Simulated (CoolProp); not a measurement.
R1224YDZ along the isotherm 274.3 K: Z from the reference equation and from simpler models built on Tc = 428.7 K, pc = 3.334 MPa, ω = 0.325; each cubic takes its own stable root.

Values from CoolProp's reference Helmholtz-energy equation of state, Akasaka 2023.

| p (MPa) | phase | reference | van der Waals | Redlich-Kwong | Peng-Robinson |
|---|---|---|---|---|---|
| 0.0264 | gas | 0.9846 | 0.9933 | 0.9907 | 0.9888 |
| 0.0541 | gas | 0.9678 | 0.9863 | 0.9807 | 0.9767 |
| 0.111 | liquid | (withheld) | 0.9714 | 0.9596 | 0.005019 |
| 0.228 | liquid | (withheld) | 0.9394 | 0.01217 | 0.01031 |
| 0.469 | liquid | 0.02143 | 0.03667 | (withheld) | 0.02119 |
| 0.963 | liquid | 0.04397 | 0.07495 | (withheld) | 0.04345 |
| 1.98 | liquid | 0.09023 | 0.1527 | 0.1049 | 0.08911 |
| 4.06 | liquid | (withheld) | 0.3083 | 0.2131 | 0.1818 |
| 8.34 | liquid | 0.3758 | 0.6176 | 0.4309 | 0.3700 |

Q: Complete the blanks.

A: 
- 0.111, reference: 0.005077
- 0.228, reference: 0.01043
- 0.469, Redlich-Kwong: 0.02501
- 0.963, Redlich-Kwong: 0.05124
- 4.06, reference: 0.1843

At some of these states van der Waals, Redlich-Kwong gives the other phase, because its saturation line lies elsewhere.
